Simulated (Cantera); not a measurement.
# Premixed flame

A freely propagating, adiabatic, planar premixed flame of 49.4 % H₂, 13.0 % O₂, 37.7 % N₂, equivalence ratio 1.9, unburnt at 425 K and 1.00 atm; mixture-averaged transport, grid criteria slope 0.08 and curve 0.16, no radiation.

Model: the H2/O2 subset of GRI-Mech 3.0, which has no nitrogen chemistry, integrated in Cantera. Burning velocities carry a grid error of a few per cent, more on coarse grids.

```json
[
 {"z (mm)": "-1.13", "T (K)": "425", "u (m/s)": "6.27", "x H₂": "0.494", "x O₂": "0.130", "x H₂O": "<1e-8", "x O": "<1e-8", "x H": "<1e-8", "x HO₂": "<1e-8"},
 {"z (mm)": "-0.750", "T (K)": "425", "u (m/s)": "6.27", "x H₂": "0.494", "x O₂": "0.130", "x H₂O": "<1e-8", "x O": "<1e-8", "x H": "<1e-8", "x HO₂": "<1e-8"},
 {"z (mm)": "-0.563", "T (K)": "425", "u (m/s)": "6.27", "x H₂": "0.494", "x O₂": "0.130", "x H₂O": "<1e-8", "x O": "<1e-8", "x H": "<1e-8", "x HO₂": "<1e-8"},
 {"z (mm)": "-0.375", "T (K)": "425", "u (m/s)": "6.27", "x H₂": "0.494", "x O₂": "0.130", "x H₂O": "4.65e-8", "x O": "<1e-8", "x H": "<1e-8", "x HO₂": "4.26e-8"},
 {"z (mm)": "-0.188", "T (K)": "439", "u (m/s)": "6.46", "x H₂": "0.491", "x O₂": "0.130", "x H₂O": "0.000277", "x O": "2.91e-6", "x H": "2.97e-5", "x HO₂": "0.000167"},
 {"z (mm)": "-0.0938", "T (K)": "709", "u (m/s)": "10.1", "x H₂": "0.457", "x O₂": "0.125", "x H₂O": "0.0202", "x O": "0.000227", "x H": "0.00660", "x HO₂": "0.000268"},
 {"z (mm)": "0", "T (K)": "1177", "u (m/s)": "16.2", "x H₂": "0.353", "x O₂": "0.0884", "x H₂O": "0.104", "x O": "0.00315", "x H": "0.0479", "x HO₂": "9.35e-5"},
 {"z (mm)": "0.0938", "T (K)": "1495", "u (m/s)": "20.5", "x H₂": "0.247", "x O₂": "0.0273", "x H₂O": "0.220", "x O": "0.00465", "x H": "0.0911", "x HO₂": "2.71e-5"},
 {"z (mm)": "0.188", "T (K)": "1635", "u (m/s)": "22.3", "x H₂": "0.216", "x O₂": "0.00599", "x H₂O": "0.262", "x O": "0.00298", "x H": "0.0989", "x HO₂": "5.71e-6"},
 {"z (mm)": "0.375", "T (K)": "1763", "u (m/s)": "23.8", "x H₂": "0.217", "x O₂": "0.00135", "x H₂O": "0.273", "x O": "0.00214", "x H": "0.0878", "x HO₂": "1.27e-6"},
 {"z (mm)": "0.750", "T (K)": "1893", "u (m/s)": "25.3", "x H₂": "0.227", "x O₂": "0.000867", "x H₂O": "0.277", "x O": "0.00162", "x H": "0.0706", "x HO₂": "7.95e-7"},
 {"z (mm)": "1.50", "T (K)": "2022", "u (m/s)": "26.8", "x H₂": "0.237", "x O₂": "0.000546", "x H₂O": "0.281", "x O": "0.00106", "x H": "0.0531", "x HO₂": "5.07e-7"},
 {"z (mm)": "3.00", "T (K)": "2135", "u (m/s)": "28.0", "x H₂": "0.246", "x O₂": "0.000295", "x H₂O": "0.286", "x O": "0.000589", "x H": "0.0375", "x HO₂": "2.95e-7"}
]
```
x: mole fraction of selected species; z is measured from the peak of heat release.

```
Item                        Result
------------------------  --------
laminar burning velocity  627 cm/s
thermal thickness         0.375 mm
peak x(O)                  0.00494
peak x(H)                   0.0991
peak x(HO₂)               0.000451
grid points                    125
```
